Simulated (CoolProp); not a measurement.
Vapour-liquid equilibrium of isohexane (1) + n-heptane (2) at 6.75 °C; x and y are mole fractions of (1).

Model: multi-fluid Helmholtz-energy mixture model, Lemmon 2006 and Span 2003; pair parameters Bell 2016, in CoolProp.

```tsv
x	bubble pressure (MPa)	y at the bubble point	dew pressure at overall composition x (MPa)	liquid density (mol/L)
0.05	0.002808	0.228	0.002378	6.970
0.125	0.003584	0.442	…	7.024
0.2	0.004349	0.578	0.002731	7.079
0.275	…	0.673	0.002949	7.135
0.35	0.005861	0.744	0.003205	7.192
0.425	0.006615	…	0.003509	7.249
0.5	0.007372	0.843	…	7.308
0.575	0.008133	…	0.004328	7.367
0.65	0.008898	0.909	…	7.427
0.725	0.009668	…	0.005636	7.488
0.8	0.01044	0.956	0.006632	…
0.875	0.01122	0.974	0.008049	7.612
0.95	0.01199	0.990	0.01023	7.675
```

### Question
Some entries are withheld; supply them.

### Answer

- 0.125, dew pressure at overall composition x (MPa): 0.002542
- 0.275, bubble pressure (MPa): 0.005106
- 0.425, y at the bubble point: 0.799
- 0.5, dew pressure at overall composition x (MPa): 0.003876
- 0.575, y at the bubble point: 0.879
- 0.65, dew pressure at overall composition x (MPa): 0.004897
- 0.725, y at the bubble point: 0.934
- 0.8, liquid density (mol/L): 7.550

No azeotrope shows between x = 0.05 and 0.95.

The pair parameters rest on a limited set of measurements; away from them the model extrapolates.
